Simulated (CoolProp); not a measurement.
A closed Brayton cycle with carbon dioxide: compressor inlet 315.15 K and 8.6 MPa, high pressure 18.1 MPa, turbine inlet 700 K, compressor efficiency 0.8, turbine efficiency 0.85, recuperator effectiveness 0.9 (on enthalpy, no pinch check). Each further row changes one setting.

The numbers come from the reference Helmholtz-energy equation of state, Span 1996 in CoolProp.

```json
[
 {"case": "as stated", "thermal efficiency (%)": "25.3", "net work (kJ/kg)": "49.0", "compressor to turbine work": "0.37", "compressor exit (K)": "364.7", "turbine exit (K)": "622.4"},
 {"case": "turbine inlet 650 K", "thermal efficiency (%)": "23.2", "net work (kJ/kg)": "42.3", "compressor to turbine work": "0.41", "compressor exit (K)": "364.7", "turbine exit (K)": "575.2"},
 {"case": "compressor inlet 325.15 K", "thermal efficiency (%)": "23.6", "net work (kJ/kg)": "40.6", "compressor to turbine work": "0.48", "compressor exit (K)": "386.4", "turbine exit (K)": "622.4"},
 {"case": "high pressure 15.4 MPa", "thermal efficiency (%)": "23.4", "net work (kJ/kg)": "40.3", "compressor to turbine work": "0.35", "compressor exit (K)": "353.7", "turbine exit (K)": "639.0"},
 {"case": "recuperator effectiveness 0.5", "thermal efficiency (%)": "15.5", "net work (kJ/kg)": "49.0", "compressor to turbine work": "0.37", "compressor exit (K)": "364.7", "turbine exit (K)": "622.4"}
]
```
